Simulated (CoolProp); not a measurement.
The numbers come from the reference Helmholtz-energy equation of state, Lemmon 2006 in CoolProp. It is a short technical equation, of lower accuracy than the large ones.

**Question.** For nitrous oxide, give the phase and the cv (kJ/(kg K)), Joule-Thomson coefficient (K/MPa) at 238.8 K and 1.41 bar.

**Answer.** 
- 238.8 K and 1.41 bar: gas; cv 0.629, Joule-Thomson coefficient 18.8
